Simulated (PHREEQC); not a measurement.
Make-up at 25 °C: 0.023 mol CO2 per kg of water. Closed to the air; pH follows from the charge balance.

Equilibrium calculation in PHREEQC: ion-association model, wateq4f.dat.

This is a speciation only: nothing precipitates in the calculation.

Task: Estimate the pH.

Result: pH 4.00.

Complexes and solids missing from the database can't appear.
